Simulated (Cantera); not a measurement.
A Cantera script and what it prints.

```python
import numpy as np
import cantera as ct

gas_names = """
    CL CL2 H HCL H2 N NH NH2 NH3 N2 N2H2 N2H4 Si SiCL SiCL2 SiCL3 SiCL4 SiH SiHCL3 SiH2 SiH2CL2 SiH3
    SiH3CL SiH4 SiN Si2 Si2N Si3
""".split()
cond_names = """
    NH4CL(a) NH4CL(b) Si(cr) Si(L) Si3N4(a)
""".split()


# ... load() reads the species with a 1 bar reference pressure and builds the phases ...
atoms = {
    'SiH2Cl2': {'Si': 1, 'H': 2, 'CL': 2},
    'HCl': {'H': 1, 'CL': 1},
    'N2': {'N': 2},
}
top_T = {'Si3N4(a)': 2400}  # K; cautious upper limits of use, not melting points


# ... equilibrate(T, P, feed) seeds the gas with the atoms and calls Mixture.equilibrate('TP', solver="vcs", rtol=1e-11, max_steps=5000) ...
results = []
feed = {'SiH2Cl2': 1, 'HCl': 0.031, 'N2': 19}  # mol
T = 1400  # K
for P in [100, 460, 2100, 9600, 44000, 200000]:
    mix = equilibrate(T, P, feed)
    results.append((T, P, feed, dict(zip(mix.species_names, mix.species_moles))))

top = {s: max(r[3][s] / sum(r[3][g] for g in gas_names) for r in results) for s in gas_names}
cols = sorted((s for s in top if top[s] > 0.0001), key=lambda s: -top[s])[:9]
seen = [c for c in cond_names if any(r[3].get(c, 0) > 1e-12 for r in results)]
print("log10 of partial pressures in bar; condensed amounts in mol")
print(f"{'P/Pa':>10s}" + "".join(f"{s[:9]:>10s}" for s in cols + seen))
for T, P, feed, n in results:
    ng = sum(n[g] for g in gas_names)
    print(f"{P:10.4g}" + "".join(f"{np.log10(max(n[s] / ng * P / 1e5, 1e-99)):10.3f}" for s in cols)
          + "".join(f"{n.get(c, 0):10.4g}" for c in seen))
```

It prints:

```
log10 of partial pressures in bar; condensed amounts in mol
      P/Pa        N2       HCL        H2     SiCL2     SiCL4     SiCL3    SiHCL3  Si3N4(a)
       100    -3.045    -4.231    -4.701    -4.756    -6.497    -5.940    -8.116    0.2028
       460    -2.381    -3.510    -4.134    -4.323    -5.189    -5.070    -6.963    0.2403
      2100    -1.721    -2.829    -3.518    -4.018    -4.138    -4.392    -5.976    0.2652
      9600    -1.060    -2.171    -2.849    -3.810    -3.282    -3.860    -5.110    0.2752
   4.4e+04    -0.399    -1.523    -2.157    -3.648    -2.516    -3.396    -4.300     0.276
     2e+05     0.259    -0.884    -1.461    -3.505    -1.791    -2.962    -3.518    0.2728
```

Cantera equilibrium calculation (NASA polynomials, part measured and part estimated; ideal gas, pure solids and liquids). N2 is the only nitrogen source here; it is nearly inert below about 1500 K, so the nitride shown seldom forms there in practice. The tables' values for SiCl3 are old estimates; treat these amounts as uncertain.
